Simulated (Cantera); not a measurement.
A Cantera script and its output.

```python
import numpy as np
import cantera as ct

gas = ct.Solution("gri30.yaml")
gas.TPX = 1325, 4900, {'C2H4': 1, 'H2': 1.7}
reactor = ct.IdealGasConstPressureReactor(gas, energy="off", clone=False)
net = ct.ReactorNet([reactor])
net.rtol, net.atol = 1e-08, 1e-18
show = ['C2H4', 'H2', 'C2H', 'C2H2', 'CH2', 'H']
times = np.geomspace(0.0003, 1, 15)

steps = ct.SolutionArray(gas, extra=["t"])
rows = []
print(f"{'t/s':>10s}{'T/K':>9s}{'P/Pa':>11s}" + "".join(f"{s:>11s}" for s in show))
for t in times:
    while net.time < t:
        t_next = net.step()
        steps.append(gas.state, t=t_next)
    rows.append([np.interp(t, steps.t, y) for y in (steps.T, steps.P, *steps(*show).X.T)])
    print(f"{t:10.3e}{rows[-1][0]:9.1f}{rows[-1][1]:11.4g}" + "".join(f"{x:11.3e}" for x in rows[-1][2:]))
rate = np.gradient(steps.T, steps.t)
print("integrator steps:", len(steps.t))
if steps.T.max() > steps.T[0] + 200:
    print(f"time of steepest temperature rise: {steps.t[rate.argmax()]:.4e} s")
gas.TPX = 1325, 4900, {'C2H4': 1, 'H2': 1.7}
gas.equilibrate("TP")
print(f"equilibrium (TP): T = {gas.T:.1f} K  " + "  ".join(f"{s} {gas[s].X[0]:.3e}" for s in show))
```

Output:

```
       t/s      T/K       P/Pa       C2H4         H2        C2H       C2H2        CH2          H
 3.000e-04   1325.0       4900  3.704e-01  6.296e-01  2.511e-17  1.040e-05  2.209e-14  2.769e-09
 5.355e-04   1325.0       4900  3.703e-01  6.296e-01  8.046e-17  1.858e-05  4.423e-14  4.963e-09
 9.558e-04   1325.0       4900  3.703e-01  6.296e-01  2.579e-16  3.324e-05  8.388e-14  8.883e-09
 1.706e-03   1325.0       4900  3.703e-01  6.297e-01  8.274e-16  5.958e-05  1.548e-13  1.590e-08
 3.045e-03   1325.0       4900  3.702e-01  6.297e-01  2.672e-15  1.071e-04  2.826e-13  2.854e-08
 5.436e-03   1325.0       4900  3.701e-01  6.297e-01  8.771e-15  1.937e-04  5.164e-13  5.171e-08
 9.703e-03   1325.0       4900  3.699e-01  6.298e-01  2.982e-14  3.541e-04  9.671e-13  9.643e-08
 1.732e-02   1325.0       4900  3.695e-01  6.299e-01  1.131e-13  6.619e-04  1.965e-12  1.957e-07
 3.092e-02   1325.0       4900  3.686e-01  6.301e-01  5.649e-13  1.313e-03  4.944e-12  4.932e-07
 5.519e-02   1325.0       4900  3.660e-01  6.308e-01  4.970e-12  3.174e-03  1.792e-11  1.797e-06
 9.851e-02   1325.0       4900  3.548e-01  6.337e-01  5.832e-11  1.129e-02  5.817e-11  5.954e-06
 1.758e-01   1325.0       4900  3.197e-01  6.428e-01  3.040e-10  3.677e-02  8.675e-11  9.669e-06
 3.139e-01   1325.0       4900  2.570e-01  6.591e-01  7.391e-10  8.231e-02  7.921e-11  1.077e-05
 5.602e-01   1325.0       4900  1.769e-01  6.799e-01  1.271e-09  1.405e-01  6.011e-11  1.119e-05
 1.000e+00   1325.0       4900  9.736e-02  7.004e-01  1.797e-09  1.983e-01  4.137e-11  1.155e-05
integrator steps: 460
equilibrium (TP): T = 1325.0 K  C2H4 1.564e-02  H2 6.553e-01  C2H 1.201e-09  C2H2 2.379e-01  CH2 9.710e-11  H 6.020e-06
```

Detailed kinetics in Cantera: GRI-Mech 3.0 (53 species, 325 reactions). GRI-Mech 3.0 was tuned for natural gas; its chemistry of ethylene as a main component is partial and can be far from experiment. GRI-Mech 3.0 stops at C3 and has no aromatics, soot or wall deposition, so with more carbon than oxygen in the feed, carbon stays in small species such as C2H2 where larger ones or solid carbon would form. Radical loss at walls, strong at low pressure, is not modelled.
